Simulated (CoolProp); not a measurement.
Saturation properties of diethyl ether.

Values from CoolProp's reference Helmholtz-energy equation of state, Thol 2014.

```
T (°C)  p (kPa)  liquid density (kg/m³)  vapour density (kg/m³)  enthalpy of vaporisation (kJ/kg)  liquid cp (kJ/(kg K))
------  -------  ----------------------  ----------------------  --------------------------------  ---------------------
15.15     48.31                   719.0                   1.537                             374.5                  2.301
27.25     77.87                   705.2                   2.404                             364.4                  2.342
39.35     120.2                   690.9                   3.616                             353.8                  2.386
51.45     178.7                   676.0                   5.260                             342.8                  2.433
63.55     257.0                   660.6                   7.440                             331.1                  2.483
75.65     359.1                   644.4                   10.28                             318.7                  2.538
87.75     489.3                   627.5                   13.91                             305.4                  2.597
99.85     652.0                   609.5                   18.54                             291.2                  2.664
```

It boils at 34.5 °C under 1 atm.
